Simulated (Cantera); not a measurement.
Gas mixture: 31.2 % CH3OH, 49.0 % C2H6, 19.8 % N2, at 840000 Pa, frozen composition.

Cantera's kinetic-theory transport with the Lennard-Jones parameters of GRI-Mech 3.0, ideal gas; thermal conductivity in the mixture-averaged form. Polar gases are described roughly by these parameters. The composition is frozen, though it would react at the higher temperatures.

One state of this run: ρ (kg/m³) = 3.40; cp (J/kg/K) = 2949; μ (µPa s) = 27.6; λ (mW/m/K) = 101; Pr = 0.807; D (cm²/s) H2O = 0.162; D (cm²/s) O = 0.205; D (cm²/s) H = 0.789. D: mixture-averaged diffusion coefficient of that species in the mixture.

Problem. Which value of T (K) does it belong to?
A) 1400
B) 650
C) 900
D) 1150

Solution. C, 900
